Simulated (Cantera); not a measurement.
Charge: 1 mol KCl, 0.19 mol HF, 4.2 mol N2, at 0.000120 bar.

Method: chemical equilibrium by Gibbs-energy minimisation in Cantera with the NASA 1993 tables (ideal gas, pure condensed phases). Candidate condensed phases: K, KCl, KF, KHF2, NH4Cl; 33 gas species. Equilibrium is a limit: real reactors are often held back by kinetics, nucleation or transport.

### Question
At 1598 K, list the 6 most abundant gas species with their mole fractions, and the condensed phases.

### Answer
N2 0.778, KCl 0.178, HF 0.0292, KF 0.00602, HCl 0.00547, Cl 0.00137. Condensed: gas only.
